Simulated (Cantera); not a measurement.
A perfectly stirred reactor is fed with CH4 : O2 : N2 = 1 : 2.25 : 8.45 (molar parts), equivalence ratio 0.89, at 750 Torr; it is adiabatic with a 800 K inlet, and is followed from long to short residence time, starting on the burning branch (τ in s: 0.024, 0.014, 0.008, 0.0046, 0.0027, 0.0015, 0.00089, 0.00052, 0.0003, 0.00017, 0.0001).

Computed with Cantera and GRI-Mech 3.0 (53 species, 325 reactions).

Predict: blow-out, bracketed by the residence times tried; x(CH4) at τ = 24.0 ms; x(O2) at τ = 24.0 ms; x(H2) at τ = 24.0 ms; x(H2O2) at τ = 24.0 ms; x(NO2) at τ = 24.0 ms; x(CH4) at τ = 1.50 ms; x(O2) at τ = 1.50 ms; x(H2) at τ = 1.50 ms; x(H2O2) at τ = 1.50 ms; x(NO2) at τ = 1.50 ms.


```json
{
  "blow_out_bracketed_by_the_residence_times_tried": "burning at 0.100 ms, the shortest tried",
  "x(CH4) at τ = 24.0 ms": "4.74e-6",
  "x(O2) at τ = 24.0 ms": "0.0250",
  "x(H2) at τ = 24.0 ms": "0.00417",
  "x(H2O2) at τ = 24.0 ms": "1.38e-7",
  "x(NO2) at τ = 24.0 ms": "8.61e-7",
  "x(CH4) at τ = 1.50 ms": "4.60e-5",
  "x(O2) at τ = 1.50 ms": "0.0306",
  "x(H2) at τ = 1.50 ms": "0.00767",
  "x(H2O2) at τ = 1.50 ms": "1.52e-7",
  "x(NO2) at τ = 1.50 ms": "8.96e-8"
}
```
